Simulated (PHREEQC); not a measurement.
Solution (20 °C and 100 atm): 5.9 mmol/kgw HF, 54 mmol/kgw NH4HF2, 8.4 mmol/kgw H2SiF6 and 22 mmol/kgw H2SO4. Closed to the air; pH follows from the charge balance.

Computed with PHREEQC (ion-association model, phreeqc.dat).

No solid was allowed to form.

**Question.** Estimate the pH, density.

**Answer.** pH 1.96; density 1.006 g/cm³.

**Question.** In which forms is F present?

**Answer.** HF 60 %, SiF6-2 31 %, F- 5.5 %, HF2- 3.8 % of the F.

Complexes and solids missing from the database can't appear. Under pressure, the constants of complexes without a molar volume in the database are unreliable. SiF6-2 is the database's only silicon fluoride.
